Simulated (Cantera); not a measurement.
A closed system holds: 1 mol SF6, 2.6 mol H2, at 2273 K and 0.00200 bar.

Equilibrium computed with Cantera from the NASA thermochemical tables; the gas is ideal and each condensed phase is pure. Candidate condensed phases: S; 24 gas species. Rates play no part.

Base state: HF 0.773, F 0.117, S 0.0680, S2 0.0392, SF 0.00224, H 0.000255, SF2 4.97e-5, SH 3.27e-5 (mole fractions); condensed: gas only.

Problem. What changes in the equilibrium state with this change: H2 from 2.6 to 0.61 mol?

Solution. 
```json
[
 {"species": "F", "before": "0.117", "after": "0.702"},
 {"species": "HF", "before": "0.773", "after": "0.183"},
 {"species": "S", "before": "0.0680", "after": "0.0647"},
 {"species": "SF", "before": "0.00224", "after": "0.0128"},
 {"species": "S2", "before": "0.0392", "after": "0.0355"},
 {"species": "SF2", "before": "4.97e-5", "after": "0.00170"},
 {"species": "S2F2 (SSF2)", "before": "4.87e-7", "after": "1.59e-5"},
 {"species": "SH", "before": "3.27e-5", "after": "1.23e-6"},
 {"species": "H", "before": "0.000255", "after": "1.01e-5"}
]
```
The tables' values for S2F2 (SSF2) are old estimates; treat these amounts as uncertain.

Problem. What changes in the equilibrium state with this change: H2 from 2.6 to 0.29 mol?

Solution. 
```
species    before    after
-------  --------  -------
F           0.117    0.797
HF          0.773   0.0873
S          0.0680   0.0641
SF        0.00224   0.0144
S2         0.0392   0.0349
SH        3.27e-5  5.10e-7
H        0.000255  4.22e-6
SF2       4.97e-5  0.00218
```
The tables' values for S2F2 (SSF2) are old estimates; treat these amounts as uncertain.

Problem. What changes in the equilibrium state with this change: H2 from 2.6 to 0.095 mol?

Solution. 
```
species    before    after
-------  --------  -------
F           0.117    0.855
S          0.0680   0.0638
S2         0.0392   0.0345
HF          0.773   0.0286
SF        0.00224   0.0154
SH        3.27e-5  1.55e-7
H        0.000255  1.29e-6
SF2       4.97e-5  0.00249
```
The tables' values for S2F2 (SSF2) are old estimates; treat these amounts as uncertain.
